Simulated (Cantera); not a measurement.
What does this Cantera script print?

```python
import numpy as np
import cantera as ct

gas_names = """
    H HNO HNO2 HNO3 HO2 H2 H2O H2O2 H2S H2SO4 N NH NH2 NH3 NH2OH NO NO2 NO3 N2 N2H2 N2H4 N2O O OH O2 O3
    S SH SN SO SO2 SO3 S2 S2O S8
""".split()
cond_names = """
    H2O(s) H2O(L) H2SO4(L) S(cr1) S(cr2) S(L)
""".split()


# ... load() reads the species with a 1 bar reference pressure and builds the phases ...
atoms = {
    'S': {'S': 1},
    'H2O': {'H': 2, 'O': 1},
    'N2': {'N': 2},
}
top_T = {}  # K; cautious upper limits of use, not melting points


# ... equilibrate(T, P, feed) seeds the gas with the atoms and calls Mixture.equilibrate('TP', solver="vcs", rtol=1e-11, max_steps=5000) ...
results = []
feed = {'S': 1, 'H2O': 2.2, 'N2': 0.96}  # mol
T = 3248  # K
P = 460000  # Pa
mix = equilibrate(T, P, feed)
results.append((T, P, feed, dict(zip(mix.species_names, mix.species_moles))))
print(gas.report(threshold=1e-05))
for i in range(1, mix.n_phases):
    print(f"{mix.phase(i).name:16s} {mix.phase_moles(i):12.5e} mol")
```

It prints:

```
       temperature   3248 K
          pressure   4.6e+05 Pa
           density   0.38993 kg/m^3
  mean mol. weight   22.891 kg/kmol
   phase of matter   gas

                          1 kg             1 kmol
                     ---------------   ---------------
          enthalpy        2.7996e+06        6.4087e+07  J
   internal energy        1.6199e+06        3.7082e+07  J
           entropy             11709        2.6803e+05  J/K
    Gibbs function       -3.5231e+07       -8.0649e+08  J
 heat capacity c_p            1861.3             42607  J/K
 heat capacity c_v            1498.1             34293  J/K

                      mass frac. Y      mole frac. X     chem. pot. / RT
                     ---------------   ---------------   ---------------
                 H         0.0029907          0.067918           -10.588
                H2          0.018325           0.20808           -21.177
               H2O           0.18883           0.23995           -38.668
               H2S         0.0053499         0.0035939           -37.206
                 N        8.1866e-06        1.3379e-05           -14.331
                NO         0.0049744         0.0037949           -31.823
                N2           0.27036           0.22092           -28.663
                 O         0.0042196         0.0060374           -17.491
                OH          0.023041          0.031013            -28.08
                O2         0.0037956         0.0027154           -34.983
                 S          0.035533          0.025371           -16.029
                SH          0.028129          0.019472           -26.618
                SN        0.00031679        0.00015742           -30.361
                SO           0.19431          0.092552           -33.521
               SO2           0.18395          0.065736           -51.012
                S2          0.033897          0.012102           -32.059
               S2O         0.0019345        0.00055273            -49.55
     [  +18 minor]        3.5496e-05        2.1176e-05

S(L)              0.00000e+00 mol
```

Cantera equilibrium calculation (NASA polynomials, part measured and part estimated; ideal gas, pure solids and liquids).
